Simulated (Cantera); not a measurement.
# Equilibrium for halide evaporation, hydrolysis and transport: CaCl₂ + H₂O + H₂

Charge: 1 mol CaCl₂, a varied amount of H₂O, 0.81 mol H₂, held at 2023.15 K and 10.0 mbar.

These are equilibrium values from Cantera (NASA tables, ideal gas, pure condensed phases), not measurements of a reactor. Candidate condensed phases: Ca, CaCl₂, CaO, Ca(OH)₂, H₂O; 21 gas species. Condensed phases not in the tables: oxide chlorides. Equilibrium is a limit: real reactors are often held back by kinetics, nucleation or transport.

| n(H₂O) (mol) | x H₂O | x CaCl₂ | x H₂ | x HCl | x H | x Cl | x CaCl | x OH | n CaO(s) |
|---|---|---|---|---|---|---|---|---|---|
| 0.22 | 0.0463 | 0.423 | 0.389 | 0.123 | 0.0119 | 0.00278 | 0.00362 | 0.000147 | 0.125 |
| 0.62 | 0.155 | 0.309 | 0.327 | 0.192 | 0.0109 | 0.00474 | 0.00155 | 0.000536 | 0.239 |
| 1 | 0.243 | 0.243 | 0.283 | 0.213 | 0.0101 | 0.00566 | 0.00102 | 0.000903 | 0.309 |
| 1.4 | 0.318 | 0.196 | 0.249 | 0.219 | 0.00948 | 0.00621 | 0.000751 | 0.00126 | 0.364 |
| 1.8 | 0.380 | 0.162 | 0.222 | 0.218 | 0.00895 | 0.00654 | 0.000590 | 0.00160 | 0.408 |
| 2.2 | 0.432 | 0.137 | 0.200 | 0.214 | 0.00851 | 0.00674 | 0.000484 | 0.00191 | 0.444 |
| 2.6 | 0.475 | 0.117 | 0.183 | 0.207 | 0.00812 | 0.00686 | 0.000408 | 0.00220 | 0.476 |
| 3 | 0.512 | 0.102 | 0.168 | 0.201 | 0.00779 | 0.00692 | 0.000351 | 0.00247 | 0.503 |
x: gas mole fraction; n: condensed amount in mol.

From 0.22 mol H₂O to 3 mol H₂O the condensed part is CaO(s). The main Ca-bearing gas is CaCl₂ throughout. The share of Ca in condensed phases is highest at 3 mol H₂O (50.3 %) and lowest at 0.22 mol H₂O (12.5 %).
